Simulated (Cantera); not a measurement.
**Thermodynamics of thermal oxidation and active oxidation of silicon, feed Si + CO2 + N2**

A closed system holds: 1 mol Si, 0.5 mol CO2, 250 mol N2, held at 10.0 mbar.

Cantera equilibrium calculation (NASA polynomials, part measured and part estimated; ideal gas, pure solids and liquids). Candidate condensed phases: C, Si, SiC, SiO2, Si2N2O, Si3N4; 34 gas species. N2 is the only nitrogen source here; it is nearly inert below about 1500 K, so the nitride shown seldom forms there in practice. Mutual solubility and eutectic melting of coexisting phases are not modelled. The tables' values for SiN are old estimates; treat these amounts as uncertain. Equilibrium is a limit: real reactors are often held back by kinetics, nucleation or transport.

```
T (°C)  log p N2  log p SiO  log p CO  log p Si  log p SiN  log p Si2N  n Si2N2O(s)  n C(graphite)  n SiC(s)  n Si3N4(s)
------  --------  ---------  --------  --------  ---------  ----------  -----------  -------------  --------  ----------
677        -2.00       <-14     -4.70      <-14       <-14        <-14        0.500              0         0           0
827        -2.00     -12.11     -4.70      <-14       <-14        <-14        0.500              0         0           0
977        -2.00      -9.73     -4.70      <-14       <-14        <-14        0.500              0         0           0
1127       -2.00      -7.86     -4.70    -11.66     -12.35        <-14        0.500       0.000172         0           0
1277       -2.00      -6.05     -4.71     -8.89      -9.88      -11.09        0.485              0   0.00748           0
1427       -2.00      -4.61     -4.81     -6.71      -7.92       -8.20            0              0     0.111      0.0908
1577       -2.00      -4.56     -4.92     -5.43      -6.85       -6.91            0              0     0.196           0
```
log p: log10 of the partial pressure in bar; n: condensed amount in mol.

From 677 °C to 977 °C the condensed part is Si2N2O(s). At 1127 °C the condensed part is C(graphite) + Si2N2O(s). At 1277 °C the condensed part is SiC(s) + Si2N2O(s). At 1427 °C the condensed part is SiC(s) + Si3N4(s). At 1577 °C the condensed part is SiC(s).
